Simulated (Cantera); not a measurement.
Input (Python, Cantera):

```python
import numpy as np
import cantera as ct

gas = ct.Solution("h2o2.yaml")


def delay(T, t_max=10):
    gas.TPX = T, 47000, {'H2': 1, 'O2': 0.238, 'N2': 0.895}
    reactor = ct.IdealGasReactor(gas, clone=False)
    net = ct.ReactorNet([reactor])
    net.rtol, net.atol = 1e-8, 1e-16
    while net.time < t_max:
        t_old, T_old = net.time, reactor.T
        net.step()
        if reactor.T > T + 400:  # ignition: a rise of 400 K
            return t_old + (T + 400 - T_old) / (reactor.T - T_old) * (net.time - t_old)
    return np.nan


taus = []
for T in [1100, 1200, 1300, 1400, 1500, 1600, 1700]:
    taus.append(delay(T))
    print(f"T0 = {T:6g} K   tau = {taus[-1]:.4e} s")

# d ln(tau) / d ln(k), from doubling and halving each rate constant
T, sens = 1500, []
for i in range(gas.n_reactions):
    gas.set_multiplier(2.0, i)
    up = delay(T)
    gas.set_multiplier(0.5, i)
    down = delay(T)
    gas.set_multiplier(1.0, i)
    sens.append((np.log(up / down) / np.log(4.0), gas.reaction(i).equation))
sens.sort(key=lambda x: -abs(x[0]))
print(f"sensitivities at {T} K")
for s, eq in sens[:10]:
    print(f"{s:8.3f}  {eq}")
```

It prints:

```
T0 =   1100 K   tau = 1.9195e-04 s
T0 =   1200 K   tau = 1.0706e-04 s
T0 =   1300 K   tau = 6.9409e-05 s
T0 =   1400 K   tau = 5.1086e-05 s
T0 =   1500 K   tau = 4.2146e-05 s
T0 =   1600 K   tau = 3.8431e-05 s
T0 =   1700 K   tau = 3.8048e-05 s
sensitivities at 1500 K
  -0.500  H + O2 <=> O + OH
  -0.100  2 H + H2O <=> H2 + H2O
  -0.079  H2 + O <=> H + OH
  -0.076  H + OH + M <=> H2O + M
  -0.053  H + O2 + H2O <=> HO2 + H2O
  -0.052  H + HO2 <=> H2 + O2
  -0.038  2 H + M <=> H2 + M
  -0.038  H2 + OH <=> H + H2O
  -0.023  2 H + H2 <=> H2 + H2
  -0.023  H + O2 + M <=> HO2 + M
```

Detailed kinetics in Cantera: the H2/O2 subset of GRI-Mech 3.0, which has no nitrogen chemistry. Where the delays flatten at high temperature, the 400 K rule measures the pace of heat release, not the induction time.
